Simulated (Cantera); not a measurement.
Feed: 1 mol AlN, 30 mol H2O, 4.6 mol N2, equilibrated at 0.133 bar.

These are equilibrium values from Cantera (NASA tables, ideal gas, pure condensed phases), not measurements of a reactor. Candidate condensed phases: Al, AlN, Al2O3, H2O; 35 gas species. Gases not in the tables: Al(OH)3. Equilibrium is a limit: real reactors are often held back by kinetics, nucleation or transport.

At 1750 K, list the 5 most abundant gas species with their mole fractions, and the condensed phases.

H2O 0.812, N2 0.145, H2 0.0427, OH 0.000147, H 0.000132. Condensed: Al2O3(s).
